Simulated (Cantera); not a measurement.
**Equilibrium for silicon carbide growth: SiH4 + C2H4 + H2**

A closed system holds: 1 mol SiH4, 0.02 mol C2H4, 72 mol H2, equilibrated at 0.0100 bar.

Cantera equilibrium calculation (NASA polynomials, part measured and part estimated; ideal gas, pure solids and liquids). Candidate condensed phases: C, C6H6, C7H8, C8H18, Si, SiC; 87 gas species. Mutual solubility and eutectic melting of coexisting phases are not modelled. Gases not in the tables: Si2H6 and higher silanes. The numbers say what is thermodynamically allowed, not how fast it happens.

```
T (K)   x H2       x H     x Si   x SiH2    x SiH   x Si2C    x Si2  n Si(s)  n SiC(s)  n Si(l)
-----  -----  --------  -------  -------  -------  -------  -------  -------  --------  -------
1498   1.000  0.000172  1.00e-6  1.46e-6  3.25e-7  1.50e-9  1.27e-9    0.960    0.0400        0
1523   1.000  0.000231  1.80e-6  2.00e-6  5.27e-7  3.28e-9  2.71e-9    0.960    0.0400        0
1548   1.000  0.000308  3.18e-6  2.73e-6  8.41e-7  6.97e-9  5.66e-9    0.960    0.0400        0
1573   1.000  0.000407  5.50e-6  3.67e-6  1.32e-6  1.45e-8  1.15e-8    0.959    0.0400        0
1598   0.999  0.000532  9.35e-6  4.89e-6  2.05e-6  2.93e-8  2.30e-8    0.959    0.0400        0
1623   0.999  0.000691  1.56e-5  6.46e-6  3.14e-6  5.80e-8  4.49e-8    0.958    0.0400        0
1648   0.999  0.000890  2.58e-5  8.47e-6  4.74e-6  1.12e-7  8.58e-8    0.957    0.0400        0
1673   0.999   0.00114  4.18e-5  1.10e-5  7.06e-6  2.14e-7  1.61e-7    0.956    0.0400        0
1698   0.998   0.00144  6.57e-5  1.39e-5  1.02e-5  3.91e-7  2.86e-7        0    0.0400    0.953
```
x: gas mole fraction; n: condensed amount in mol.

From 1498 K to 1673 K the condensed part is Si(s) + SiC(s). At 1698 K the condensed part is Si(l) + SiC(s). The main Si-bearing gas is SiH2 at 1498 K and Si at 1698 K.
